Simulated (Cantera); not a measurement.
Charge: 1 mol Si₂H₆, 0.5 mol Cl₂, 4.8 mol H₂, equilibrated at 36.8 Torr.

These are equilibrium values from Cantera (NASA tables, ideal gas, pure condensed phases), not measurements of a reactor. Candidate condensed phases: Si; 19 gas species. The feed counts by its element totals alone. Gases not in the tables: Si₂H₆ and higher silanes. The numbers say what is thermodynamically allowed, not how fast it happens.

Q: Which condensed phases are stable at each of these points (T (°C)): 550, 700, 850, 1000, 1150, 1300, 1450?

A: 
```tsv
T (°C)	condensed phases	Si condensed (%)
550	Si(s)	86.7
700	Si(s)	87.8
850	Si(s)	89.9
1000	Si(s)	91.2
1150	Si(s)	91.2
1300	Si(s)	90.8
1450	Si(l)	90.7
```

From 550 °C to 1300 °C the condensed part is Si(s). At 1450 °C the condensed part is Si(l).
